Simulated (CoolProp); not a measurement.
Vapour-liquid equilibrium of CH2F2 (R32) (1) + R143a (2) at 0.691 MPa; x and y are mole fractions of (1).

Computed with CoolProp (multi-fluid Helmholtz-energy mixture model, Tillner-Roth 1997 and Lemmon and Jacobsen 2000; pair parameters Bell 2016).

```
x     bubble temperature (°C)  y at the bubble point  dew temperature at overall composition x (°C)  liquid density (mol/L)
----  -----------------------  ---------------------  ---------------------------------------------  ----------------------
0.05                      2.5                  0.075                                            2.8                   12.33
0.2                      -0.3                  0.267                                            0.7                   13.25
0.35                     -2.2                  0.424                                           -1.3                   14.27
0.5                      -3.6                  0.559                                           -3.1                   15.42
0.65                     -4.6                  0.684                                           -4.4                   16.72
0.8                      -5.1                  0.809                                           -5.0                   18.23
0.95                     -5.1                  0.948                                           -5.1                   19.97
```

y crosses x between x = 0.8 and 0.95: the model has an azeotrope there.

Pair parameters are fitted to limited data, so mixtures are less certain than the pure fluids.
